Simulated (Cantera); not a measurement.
What does this Cantera script print?

```python
import numpy as np
import cantera as ct

gas_names = [...]  # 140 gases of nasa_gas.yaml made of C, Fe, H, N, O
cond_names = """
    C(gr) C6H6(L) C7H8(L) C8H18(L),n-octa Fe(a) Fe(c) Fe(d) Fe(L) FeC5O5(L) FeO(s) FeO(L) Fe(OH)2(s)
    Fe(OH)3(s) Fe2O3(s) Fe3O4(s) H2O(s) H2O(L)
""".split()


# ... load() reads the species with a 1 bar reference pressure and builds the phases ...
atoms = {
    'Fe2O3': {'Fe': 2, 'O': 3},
    'CH4': {'C': 1, 'H': 4},
    'N2': {'N': 2},
}
top_T = {'C(gr)': 4500, 'Fe2O3(s)': 1830, 'Fe3O4(s)': 1870}  # K; cautious upper limits of use, not melting points


# ... equilibrate(T, P, feed) seeds the gas with the atoms and calls Mixture.equilibrate('TP', solver="vcs", rtol=1e-11, max_steps=5000) ...
results = []
feed = {'Fe2O3': 1, 'CH4': 0.38, 'N2': 2.3}  # mol
P = 101325  # Pa
for T in [1273, 1323, 1373, 1423, 1473, 1523, 1573, 1623, 1673, 1723, 1773, 1823]:
    mix = equilibrate(T, P, feed)
    results.append((T, P, feed, dict(zip(mix.species_names, mix.species_moles))))
    x = sorted(zip(gas.X, gas.species_names), reverse=True)
    print(f"T = {T:g} K  P = {P:g} Pa  gas = {mix.phase_moles(0):.4g} mol")
    print("   x: " + "  ".join(f"{s} {v:.3e}" for v, s in x if v > 1e-06))
    print("   condensed (mol): " + ("  ".join(f"{mix.phase(i).name} {mix.phase_moles(i):.4g}"
          for i in range(1, mix.n_phases) if mix.phase_moles(i) > 1e-12) or "none"))
```

Output:

```
T = 1273 K  P = 101325 Pa  gas = 3.44 mol
   x: N2 6.686e-01  H2O 1.294e-01  H2 9.156e-02  CO 5.960e-02  CO2 5.087e-02  NH3 3.179e-06
   condensed (mol): FeO(s) 2
T = 1323 K  P = 101325 Pa  gas = 3.44 mol
   x: N2 6.686e-01  H2O 1.314e-01  H2 8.950e-02  CO 6.166e-02  CO2 4.880e-02  NH3 2.514e-06
   condensed (mol): FeO(s) 2
T = 1373 K  P = 101325 Pa  gas = 3.44 mol
   x: N2 6.686e-01  H2O 1.333e-01  H2 8.763e-02  CO 6.353e-02  CO2 4.693e-02  NH3 2.021e-06
   condensed (mol): FeO(s) 2
T = 1423 K  P = 101325 Pa  gas = 3.44 mol
   x: N2 6.686e-01  H2O 1.350e-01  H2 8.592e-02  CO 6.524e-02  CO2 4.523e-02  H 1.934e-06  NH3 1.650e-06
   condensed (mol): FeO(s) 2
T = 1473 K  P = 101325 Pa  gas = 3.44 mol
   x: N2 6.686e-01  H2O 1.366e-01  H2 8.437e-02  CO 6.679e-02  CO2 4.368e-02  H 3.651e-06  Fe(OH)2 1.632e-06  NH3 1.366e-06
   condensed (mol): FeO(s) 2
T = 1523 K  P = 101325 Pa  gas = 3.44 mol
   x: N2 6.686e-01  H2O 1.380e-01  H2 8.296e-02  CO 6.820e-02  CO2 4.226e-02  H 6.613e-06  Fe(OH)2 2.664e-06  NH3 1.145e-06
   condensed (mol): FeO(s) 2
T = 1573 K  P = 101325 Pa  gas = 3.44 mol
   x: N2 6.686e-01  H2O 1.393e-01  H2 8.166e-02  CO 6.950e-02  CO2 4.097e-02  H 1.154e-05  Fe(OH)2 4.210e-06
   condensed (mol): FeO(s) 2
T = 1623 K  P = 101325 Pa  gas = 3.44 mol
   x: N2 6.686e-01  H2O 1.404e-01  H2 8.047e-02  CO 7.068e-02  CO2 3.978e-02  H 1.948e-05  Fe(OH)2 6.460e-06  OH 1.423e-06
   condensed (mol): FeO(s) 2
T = 1673 K  P = 101325 Pa  gas = 3.44 mol
   x: N2 6.686e-01  H2O 1.415e-01  H2 7.937e-02  CO 7.177e-02  CO2 3.869e-02  H 3.187e-05  Fe(OH)2 9.420e-06  OH 2.734e-06  Fe 1.050e-06
   condensed (mol): FeO(L) 2
T = 1723 K  P = 101325 Pa  gas = 3.44 mol
   x: N2 6.686e-01  H2O 1.425e-01  H2 7.836e-02  CO 7.277e-02  CO2 3.769e-02  H 5.071e-05  Fe(OH)2 1.306e-05  OH 5.056e-06  Fe 2.307e-06
   condensed (mol): FeO(L) 2
T = 1773 K  P = 101325 Pa  gas = 3.44 mol
   x: N2 6.686e-01  H2O 1.434e-01  H2 7.743e-02  CO 7.369e-02  CO2 3.677e-02  H 7.864e-05  Fe(OH)2 1.774e-05  OH 9.029e-06  Fe 4.835e-06
   condensed (mol): FeO(L) 2
T = 1823 K  P = 101325 Pa  gas = 3.44 mol
   x: N2 6.686e-01  H2O 1.443e-01  H2 7.655e-02  CO 7.454e-02  CO2 3.592e-02  H 1.191e-04  Fe(OH)2 2.367e-05  OH 1.562e-05  Fe 9.709e-06  NO 1.124e-06
   condensed (mol): FeO(L) 2
```

These are equilibrium values from Cantera (NASA tables, ideal gas, pure condensed phases), not measurements of a reactor. The tables' stoichiometric FeO is somewhat more stable than real wüstite, so its field is too wide. FeO: taken at fixed stoichiometry.
